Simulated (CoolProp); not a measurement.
Model: reference Helmholtz-energy equation of state, de Vries 1995, in CoolProp.

### Question
Give the vapour pressure (MPa), liquid density (kg/m³), vapour viscosity (µPa s) of saturated R124 at 346.1 K.

### Answer
| T (K) | p (MPa) | liquid density (kg/m³) | vapour viscosity (µPa s) |
|---|---|---|---|
| 346.1 | 1.35 | 1160 | 15.7 |

Viscosity comes from a separate model (Bell 2016), an estimate that may be off by 10 % or more.
